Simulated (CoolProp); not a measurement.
Computed with CoolProp (reference Helmholtz-energy equation of state, Lemmon 2013).

Q: For propylene, give the phase and the cp (kJ/(kg K)), Joule-Thomson coefficient (K/MPa), conductivity (mW/(m K)) at 301.9 K and 7.83 MPa.

A: 
- 301.9 K and 7.83 MPa: liquid; cp 2.53, Joule-Thomson coefficient -0.0998, conductivity 116

Thermal conductivity comes from a separate model (Huber 2003), an estimate that may be off by 10 % or more.
